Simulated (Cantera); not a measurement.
Mixture: CH4 : CO : O2 : N2 = 1 : 0.83 : 2.2 : 10.3 (molar parts), equivalence ratio 1.1, at 5.00 bar, adiabatic and at constant volume. Ignition delay is the time to a rise of 400 K.

Detailed kinetics in Cantera: GRI-Mech 3.0 (53 species, 325 reactions).

**Question.** Predict: delay at 1300 K; delay at 1400 K; delay at 1500 K; delay at 1600 K; apparent activation energy between 1550 and 1650 K.

**Answer.** 
```
Item                                                     Value
--------------------------------------------------  ----------
delay at 1300 K                                        4.73 ms
delay at 1400 K                                        1.34 ms
delay at 1500 K                                       0.433 ms
delay at 1600 K                                       0.158 ms
apparent activation energy between 1550 and 1650 K  200 kJ/mol
```
